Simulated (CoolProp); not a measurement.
n-perfluorobutane along the isotherm 428.7 K: density (kg/m³) from the reference equation and from simpler models built on Tc = 386.3 K, pc = 2.322 MPa, ω = 0.372; each cubic takes its own stable root.

Computed with CoolProp (reference Helmholtz-energy equation of state, Gao 2022).

```tsv
p (MPa)	phase	reference
0.011	gas	0.7353
0.0172	gas	1.150
0.0267	gas	1.788
0.0416	gas	2.789
0.0648	gas	4.354
0.101	gas	6.811
0.157	gas	10.64
0.244	gas	16.69
0.381	gas	26.43
0.593	gas	42.08
0.923	gas	68.05
1.44	gas	113.6
2.24	gas	201.1
3.48	supercritical	410.8
```

Problem. How far does each simpler model (ideal gas, van der Waals, Redlich-Kwong, Soave-Redlich-Kwong, Peng-Robinson) lie from the reference over these 14 states: mean and median of the absolute difference, and the worst?

Solution. 
- ideal gas: mean 7.8 %, median 2.0 %, worst -43.4 % at 428.7 K and 3.48 MPa
- van der Waals: mean 1.9 %, median 0.1 %, worst +21.3 % at 428.7 K and 3.48 MPa
- Redlich-Kwong: mean 1.5 %, median 0.3 %, worst +10.9 % at 428.7 K and 3.48 MPa
- Soave-Redlich-Kwong: mean 0.4 %, median 0.1 %, worst -4.4 % at 428.7 K and 3.48 MPa
- Peng-Robinson: mean 0.8 %, median 0.4 %, worst +2.9 % at 428.7 K and 2.24 MPa
